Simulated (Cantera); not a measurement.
Adiabatic ignition

An adiabatic, constant-volume homogeneous reactor starts with 12.7 % CH₄, 4.70 % CO, 17.4 % O₂, 65.2 % N₂, at 1050 K and 8.60 bar.

Computed with Cantera and GRI-Mech 3.0 (53 species, 325 reactions).

```json
[
 {"t (s)": "2.00e-6", "T (K)": "1050", "P (bar)": "8.60", "x CH₄": "0.127", "x CO": "0.0470", "x O₂": "0.174", "x CH₂CO": "<1e-12", "x H₂O": "3.99e-10", "x NO₂": "<1e-12", "x N₂O": "<1e-12"},
 {"t (s)": "5.34e-6", "T (K)": "1050", "P (bar)": "8.60", "x CH₄": "0.127", "x CO": "0.0470", "x O₂": "0.174", "x CH₂CO": "<1e-12", "x H₂O": "1.18e-9", "x NO₂": "<1e-12", "x N₂O": "<1e-12"},
 {"t (s)": "1.43e-5", "T (K)": "1050", "P (bar)": "8.60", "x CH₄": "0.127", "x CO": "0.0470", "x O₂": "0.174", "x CH₂CO": "<1e-12", "x H₂O": "3.51e-9", "x NO₂": "<1e-12", "x N₂O": "<1e-12"},
 {"t (s)": "3.81e-5", "T (K)": "1050", "P (bar)": "8.60", "x CH₄": "0.127", "x CO": "0.0470", "x O₂": "0.174", "x CH₂CO": "<1e-12", "x H₂O": "1.15e-8", "x NO₂": "<1e-12", "x N₂O": "<1e-12"},
 {"t (s)": "0.000102", "T (K)": "1050", "P (bar)": "8.60", "x CH₄": "0.127", "x CO": "0.0470", "x O₂": "0.174", "x CH₂CO": "<1e-12", "x H₂O": "4.50e-8", "x NO₂": "<1e-12", "x N₂O": "<1e-12"},
 {"t (s)": "0.000271", "T (K)": "1050", "P (bar)": "8.60", "x CH₄": "0.127", "x CO": "0.0470", "x O₂": "0.174", "x CH₂CO": "2.36e-12", "x H₂O": "2.13e-7", "x NO₂": "<1e-12", "x N₂O": "<1e-12"},
 {"t (s)": "0.000724", "T (K)": "1050", "P (bar)": "8.60", "x CH₄": "0.127", "x CO": "0.0470", "x O₂": "0.174", "x CH₂CO": "1.80e-11", "x H₂O": "1.14e-6", "x NO₂": "<1e-12", "x N₂O": "<1e-12"},
 {"t (s)": "0.00193", "T (K)": "1050", "P (bar)": "8.60", "x CH₄": "0.127", "x CO": "0.0470", "x O₂": "0.174", "x CH₂CO": "9.32e-11", "x H₂O": "5.12e-6", "x NO₂": "<1e-12", "x N₂O": "1.25e-12"},
 {"t (s)": "0.00516", "T (K)": "1050", "P (bar)": "8.60", "x CH₄": "0.127", "x CO": "0.0470", "x O₂": "0.174", "x CH₂CO": "3.30e-10", "x H₂O": "1.77e-5", "x NO₂": "<1e-12", "x N₂O": "4.01e-12"},
 {"t (s)": "0.0138", "T (K)": "1051", "P (bar)": "8.61", "x CH₄": "0.127", "x CO": "0.0470", "x O₂": "0.174", "x CH₂CO": "1.13e-9", "x H₂O": "5.97e-5", "x NO₂": "<1e-12", "x N₂O": "1.33e-11"},
 {"t (s)": "0.0368", "T (K)": "1053", "P (bar)": "8.62", "x CH₄": "0.127", "x CO": "0.0470", "x O₂": "0.174", "x CH₂CO": "6.41e-9", "x H₂O": "0.000252", "x NO₂": "<1e-12", "x N₂O": "5.62e-11"},
 {"t (s)": "0.0982", "T (K)": "1083", "P (bar)": "8.86", "x CH₄": "0.124", "x CO": "0.0469", "x O₂": "0.171", "x CH₂CO": "6.90e-7", "x H₂O": "0.00295", "x NO₂": "<1e-12", "x N₂O": "6.55e-10"},
 {"t (s)": "0.262", "T (K)": "2798", "P (bar)": "24.9", "x CH₄": "1.76e-10", "x CO": "0.121", "x O₂": "9.92e-5", "x CH₂CO": "1.50e-12", "x H₂O": "0.160", "x NO₂": "5.10e-8", "x N₂O": "1.70e-7"},
 {"t (s)": "0.700", "T (K)": "2798", "P (bar)": "24.9", "x CH₄": "1.76e-10", "x CO": "0.121", "x O₂": "9.92e-5", "x CH₂CO": "1.50e-12", "x H₂O": "0.160", "x NO₂": "5.10e-8", "x N₂O": "1.70e-7"}
]
```
x: mole fraction; the columns are a selection and need not sum to one.

```yaml
time_of_steepest_temperature_rise: 0.113 s
temperature at 0.700 s: 2798 K
equilibrium_temperature: 2798 K
x(CH₄) at 0.700 s: 1.76e-10 (gas-phase equilibrium 1.98e-10)
x(CO) at 0.700 s: 0.121 (gas-phase equilibrium 0.121)
x(O₂) at 0.700 s: 9.92e-5 (gas-phase equilibrium 9.92e-5)
```
